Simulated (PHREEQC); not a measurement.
Dissolve 0.11 mol/kgw Ni(NO3)2, 0.0033 mol/kgw H3BO3 and 0.095 mol/kgw NiCl2 at 25 °C. Closed to the air; pH follows from the charge balance.

Model: ion-association model, wateq4f.dat, run in PHREEQC.

No solid was allowed to form.

**Question.** Order these Ni species by the share of Ni that they hold, largest first: NiCl+, NiCl2, Ni+2.

**Answer.** Ni+2 (89 %), NiCl+ (9.2 %), NiCl2 (2.2 %)

**Question.** Order these Cl species by the share of Cl that they hold, largest first: Cl-, NiCl2, NiCl+.

**Answer.** Cl- (85 %), NiCl+ (9.9 %), NiCl2 (4.8 %)

The pH is 5.49 and the ionic strength 0.564 mol/kgw.
